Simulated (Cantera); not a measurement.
BF3 + NH3 + N2 (boron, boron nitride and boron oxide)

Feed: 1 mol BF3, 1.3 mol NH3, a varied amount of N2, at 0.0190 bar.

These are equilibrium values from Cantera (NASA tables, ideal gas, pure condensed phases), not measurements of a reactor. Candidate condensed phases: B, BN; 31 gas species. The tables' values for BF2 are old estimates. The numbers say what is thermodynamically allowed, not how fast it happens.

Map the stable condensed phases over T = 1475, 1500, 1525, 1550, 1575, 1600, 1625, 1650, 1675, 1700, 1725, 1750, 1775 K and n(N2) in mol = 5.7, 8.3, 12, 17, 25, 36, 52, 74, 110.


```
T in K \ n(N2) in mol
         5.7 8.3  12  17  25  36  52  74 110
   1775    A   A   A   A   A   A   A   A   A
   1750    B   B   B   B   B   A   A   A   A
   1725    B   B   B   B   B   B   B   B   A
   1700    B   B   B   B   B   B   B   B   B
   1675    B   B   B   B   B   B   B   B   B
   1650    B   B   B   B   B   B   B   B   B
   1625    B   B   B   B   B   B   B   B   B
   1600    B   B   B   B   B   B   B   B   B
   1575    B   B   B   B   B   B   B   B   B
   1550    B   B   B   B   B   B   B   B   B
   1525    B   B   B   B   B   B   B   B   B
   1500    B   B   B   B   B   B   B   B   B
   1475    B   B   B   B   B   B   B   B   B
```
A: gas only; B: BN.
